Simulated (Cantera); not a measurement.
Input (Python, Cantera) and output of one run.

```python
import numpy as np
import cantera as ct

gas_names = """
    N NO NO2 NO3 N2 N2O O O2 O3 Si SiN SiO SiO2 Si2 Si2N Si3
""".split()
cond_names = """
    Si(cr) Si(L) SiO2(Lqz) SiO2(hqz) SiO2(L) Si2N2O(s) Si3N4(a)
""".split()


# ... load() reads the species with a 1 bar reference pressure and builds the phases ...
atoms = {
    'Si3N4': {'Si': 3, 'N': 4},
    'O2': {'O': 2},
}
top_T = {'Si2N2O(s)': 2100, 'Si3N4(a)': 2400}  # K; cautious upper limits of use, not melting points


# ... equilibrate(T, P, feed) seeds the gas with the atoms and calls Mixture.equilibrate('TP', solver="vcs", rtol=1e-11, max_steps=5000) ...
results = []
feed = {'Si3N4': 1, 'O2': 2.1}  # mol
P = 15000  # Pa
for T in [1550, 1575, 1600, 1625, 1650, 1675, 1700, 1725, 1750, 1775]:
    mix = equilibrate(T, P, feed)
    results.append((T, P, feed, dict(zip(mix.species_names, mix.species_moles))))

top = {s: max(r[3][s] / sum(r[3][g] for g in gas_names) for r in results) for s in gas_names}
cols = sorted((s for s in top if top[s] > 0.0001), key=lambda s: -top[s])[:9]
seen = [c for c in cond_names if any(r[3].get(c, 0) > 1e-12 for r in results)]
print("log10 of partial pressures in bar; condensed amounts in mol")
print(f"{'T/K':>10s}" + "".join(f"{s[:9]:>10s}" for s in cols + seen))
for T, P, feed, n in results:
    ng = sum(n[g] for g in gas_names)
    print(f"{T:10.4g}" + "".join(f"{np.log10(max(n[s] / ng * P / 1e5, 1e-99)):10.3f}" for s in cols)
          + "".join(f"{n.get(c, 0):10.4g}" for c in seen))
```

Output:

```
log10 of partial pressures in bar; condensed amounts in mol
       T/K        N2       SiO SiO2(hqz)   SiO2(L) Si2N2O(s)
      1550    -0.824    -4.815       1.8         0       0.6
      1575    -0.824    -4.548       1.8         0    0.5999
      1600    -0.824    -4.289       1.8         0    0.5998
      1625    -0.824    -4.038       1.8         0    0.5997
      1650    -0.824    -3.795       1.8         0    0.5995
      1675    -0.825    -3.560     1.799         0    0.5991
      1700    -0.825    -3.331         0     1.799    0.5985
      1725    -0.826    -3.111         0     1.798    0.5976
      1750    -0.828    -2.896         0     1.796     0.596
      1775    -0.830    -2.688         0     1.794    0.5935
```

Cantera equilibrium calculation (NASA polynomials, part measured and part estimated; ideal gas, pure solids and liquids). Mutual solubility and eutectic melting of coexisting phases are not modelled. The tables hold silica as quartz up to 1696 K and as liquid above; real silica turns to tridymite and cristobalite and melts near 1996 K.
